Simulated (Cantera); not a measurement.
Charge: 1 mol SiC, 0.0035 mol O2, a varied amount of H2, 0.85 mol N2O, equilibrated at 1848.15 K and 0.0100 bar.

These are equilibrium values from Cantera (NASA tables, ideal gas, pure condensed phases), not measurements of a reactor. Candidate condensed phases: C, C6H6, C7H8, C8H18, H2O, Si, SiC, SiO2, Si2N2O, Si3N4; 151 gas species. Gases not in the tables: Si2H6 and higher silanes. Rates play no part.

x: gas mole fraction; n: condensed amount in mol.

```json
[
 {"n(H2) (mol)": "4.9", "x H2": "0.737", "x N2": "0.128", "x CO": "0.0647", "x SiO": "0.0647", "n SiC(s)": "0.570"},
 {"n(H2) (mol)": "8.1", "x H2": "0.821", "x N2": "0.0864", "x CO": "0.0436", "x SiO": "0.0435", "n SiC(s)": "0.569"},
 {"n(H2) (mol)": "13", "x H2": "0.879", "x N2": "…", "x CO": "…", "x SiO": "…", "n SiC(s)": "0.568"},
 {"n(H2) (mol)": "22", "x H2": "0.923", "x N2": "…", "x CO": "…", "x SiO": "…", "n SiC(s)": "0.567"},
 {"n(H2) (mol)": "36", "x H2": "0.949", "x N2": "0.0224", "x CO": "0.0114", "x SiO": "0.0112", "n SiC(s)": "0.564"},
 {"n(H2) (mol)": "59", "x H2": "0.966", "x N2": "0.0139", "x CO": "0.00714", "x SiO": "0.00694", "n SiC(s)": "0.560"},
 {"n(H2) (mol)": "98", "x H2": "0.977", "x N2": "0.00847", "x CO": "0.00439", "x SiO": "0.00418", "n SiC(s)": "0.554"},
 {"n(H2) (mol)": "160", "x H2": "0.984", "x N2": "0.00522", "x CO": "0.00275", "x SiO": "0.00253", "n SiC(s)": "0.545"},
 {"n(H2) (mol)": "270", "x H2": "0.988", "x N2": "0.00310", "x CO": "0.00168", "x SiO": "0.00146", "n SiC(s)": "0.529"}
]
```

Problem. Some entries are withheld; supply them.

Solution. 
- 22, x N2: 0.0357
- 22, x CO: 0.0181
- 22, x SiO: 0.0179
- 13, x N2: 0.0576
- 13, x CO: 0.0291
- 13, x SiO: 0.0290
